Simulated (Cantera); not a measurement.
**Hydrocarbon pyrolysis for carbon deposition**

An isothermal, constant-pressure homogeneous reactor starts with C₂H₆ : N₂ = 0.11 : 2.7 (molar parts), at 1950 K and 1.00 bar.

Cantera simulation using GRI-Mech 3.0 (53 species, 325 reactions); the numbers are that mechanism's predictions, not measurements. GRI-Mech 3.0 stops at C3 and has no aromatics, soot or wall deposition, so with more carbon than oxygen in the feed, carbon stays in small species such as C2H2 where larger ones or solid carbon would form.

| t (s) | x C₂H₆ | x HCN | x CH₂ | x C₂H | x C₂H₄ | x C₂H₂ |
|---|---|---|---|---|---|---|
| 1.00e-6 | 0.0339 | 5.91e-9 | 1.56e-5 | 2.87e-11 | 0.000294 | 4.85e-7 |
| 7.50e-6 | 0.00606 | 1.18e-5 | 0.000120 | 4.35e-6 | 0.0151 | 0.00478 |
| 5.62e-5 | 4.05e-5 | 3.03e-5 | 1.10e-5 | 3.83e-6 | 0.00275 | 0.0284 |
| 0.000422 | 6.23e-6 | 3.31e-5 | 2.45e-6 | 2.06e-6 | 0.000159 | 0.0324 |
| 0.00316 | 9.21e-7 | 4.02e-5 | 1.07e-6 | 2.26e-6 | 3.99e-5 | 0.0349 |
| 0.0237 | 2.50e-8 | 5.42e-5 | 1.94e-7 | 2.42e-6 | 2.35e-5 | 0.0360 |
| 0.178 | 1.21e-9 | 7.35e-5 | 3.84e-8 | 2.44e-6 | 2.33e-5 | 0.0362 |
| 1.33 | 9.67e-10 | 0.000156 | 3.30e-8 | 2.44e-6 | 2.33e-5 | 0.0362 |
| 10.0 | 9.72e-10 | 0.000737 | 3.31e-8 | 2.42e-6 | 2.31e-5 | 0.0359 |
x: mole fraction; the columns are a selection and need not sum to one.

Equilibrium at this temperature and pressure: C₂H₆ 2.39e-10, HCN 0.0562, CH₂ 1.67e-8, C₂H 5.50e-7, C₂H₄ 5.27e-6, C₂H₂ 0.00817 (gas phase only).
